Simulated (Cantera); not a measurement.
An isothermal, constant-pressure homogeneous reactor starts with N2O : N2 = 1 : 2.8 (molar parts), at 1050 K and 1.00 bar. Integrator tolerance rtol = 1e-08.

Computed with Cantera and GRI-Mech 3.0 (53 species, 325 reactions). GRI-Mech 3.0 was tuned for natural gas; its chemistry of N2O as a main component is partial and can be far from experiment. The mechanism lacks the step 2 NO + O2 → 2 NO2, which can matter for NO2 below about 1400 K. The temperature is held fixed by assumption; the heat of reaction is taken as removed at once.

### Question
What does this change do: temperature 1050 to 1273 K?

### Answer
| quantity | before | after |
|---|---|---|
| x(N2O) at 10.0 s | 0.207 (gas-phase equilibrium 3.47e-9) | 1.92e-6 (gas-phase equilibrium 1.86e-8) |
| x(NO) at 10.0 s | 0.00246 (gas-phase equilibrium 4.18e-5) | 0.0232 (gas-phase equilibrium 0.000262) |
| x(O2) at 10.0 s | 0.0233 (gas-phase equilibrium 0.116) | 0.104 (gas-phase equilibrium 0.116) |
| x(N2) at 10.0 s | 0.767 (gas-phase equilibrium 0.884) | 0.872 (gas-phase equilibrium 0.884) |
| x(NO2) at 10.0 s | 3.69e-5 (gas-phase equilibrium 1.20e-6) | 0.000198 (gas-phase equilibrium 2.36e-6) |
| x(O) at 10.0 s | 9.81e-8 (gas-phase equilibrium 2.30e-10) | 3.51e-8 (gas-phase equilibrium 3.69e-8) |

### Question
What does this change do: pressure from 1.00 bar to 0.00530 bar?

### Answer
```csv
quantity,before,after
x(N2O) at 10.0 s,0.207 (gas-phase equilibrium 3.47e-9),0.263 (gas-phase equilibrium 2.53e-10)
x(NO) at 10.0 s,0.00246 (gas-phase equilibrium 4.18e-5),1.75e-5 (gas-phase equilibrium 4.18e-5)
x(O2) at 10.0 s,0.0233 (gas-phase equilibrium 0.116),0.000156 (gas-phase equilibrium 0.116)
x(N2) at 10.0 s,0.767 (gas-phase equilibrium 0.884),0.737 (gas-phase equilibrium 0.884)
x(NO2) at 10.0 s,3.69e-5 (gas-phase equilibrium 1.20e-6),2.10e-10 (gas-phase equilibrium 8.72e-8)
x(O) at 10.0 s,9.81e-8 (gas-phase equilibrium 2.30e-10),1.25e-7 (gas-phase equilibrium 3.15e-9)
```
Radical loss at walls, strong at low pressure, is not modelled.
